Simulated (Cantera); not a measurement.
Abatement and gas-phase synthesis: H₂S + O₂ + N₂

Charge: 1 mol H₂S, 0.2 mol O₂, 1.4 mol N₂, held at 0.133 bar.

Cantera equilibrium calculation (NASA polynomials, part measured and part estimated; ideal gas, pure solids and liquids). Candidate condensed phases: H₂O, H₂SO₄, S; 35 gas species. Gases not in the tables: S₃ to S₇. Rates play no part.

```json
[
 {"T (K)": "773", "x N₂": "0.539", "x H₂S": "0.236", "x H₂": "0.000749", "x H₂O": "0.149", "x S₂": "0.0728", "x H": "<1e-12", "x S": "2.52e-12", "x SO": "3.84e-8", "x SH": "4.32e-7", "x SO₂": "0.00248"},
 {"T (K)": "973", "x N₂": "0.536", "x H₂S": "0.220", "x H₂": "0.0115", "x H₂O": "0.151", "x S₂": "0.0809", "x H": "3.18e-10", "x S": "2.62e-9", "x SO": "1.08e-6", "x SH": "1.95e-5", "x SO₂": "0.000774"},
 {"T (K)": "1173", "x N₂": "0.524", "x H₂S": "0.172", "x H₂": "0.0540", "x H₂O": "0.148", "x S₂": "0.101", "x H": "7.51e-8", "x S": "2.78e-7", "x SO": "1.35e-5", "x SH": "0.000227", "x SO₂": "0.000647"},
 {"T (K)": "1373", "x N₂": "0.508", "x H₂S": "0.106", "x H₂": "0.114", "x H₂O": "0.142", "x S₂": "0.127", "x H": "3.08e-6", "x S": "7.95e-6", "x SO": "0.000118", "x SH": "0.00112", "x SO₂": "0.00117"},
 {"T (K)": "1573", "x N₂": "0.496", "x H₂S": "0.0575", "x H₂": "0.160", "x H₂O": "0.135", "x S₂": "0.145", "x H": "4.45e-5", "x S": "9.51e-5", "x SO": "0.000713", "x SH": "0.00325", "x SO₂": "0.00268"},
 {"T (K)": "1773", "x N₂": "0.488", "x H₂S": "0.0316", "x H₂": "0.189", "x H₂O": "0.125", "x S₂": "0.150", "x H": "0.000338", "x S": "0.000631", "x SO": "0.00296", "x SH": "0.00681", "x SO₂": "0.00560"},
 {"T (K)": "1973", "x N₂": "0.482", "x H₂S": "0.0185", "x H₂": "0.209", "x H₂O": "0.110", "x S₂": "0.146", "x H": "0.00169", "x S": "0.00278", "x SO": "0.00866", "x SH": "0.0117", "x SO₂": "0.00922"},
 {"T (K)": "2173", "x N₂": "0.474", "x H₂S": "0.0114", "x H₂": "0.224", "x H₂O": "0.0916", "x S₂": "0.134", "x H": "0.00625", "x S": "0.00906", "x SO": "0.0190", "x SH": "0.0176", "x SO₂": "0.0119"},
 {"T (K)": "2373", "x N₂": "0.463", "x H₂S": "0.00715", "x H₂": "0.230", "x H₂O": "0.0723", "x S₂": "0.115", "x H": "0.0183", "x S": "0.0232", "x SO": "0.0331", "x SH": "0.0233", "x SO₂": "0.0126"},
 {"T (K)": "2573", "x N₂": "0.446", "x H₂S": "0.00430", "x H₂": "0.224", "x H₂O": "0.0537", "x S₂": "0.0895", "x H": "0.0445", "x S": "0.0484", "x SO": "0.0475", "x SH": "0.0271", "x SO₂": "0.0114"},
 {"T (K)": "2773", "x N₂": "0.423", "x H₂S": "0.00235", "x H₂": "0.201", "x H₂O": "0.0374", "x S₂": "0.0608", "x H": "0.0913", "x S": "0.0833", "x SO": "0.0581", "x SH": "0.0271", "x SO₂": "0.00914"}
]
```
x: gas mole fraction; nothing condenses.

From 773 K to 2773 K nothing is condensed.
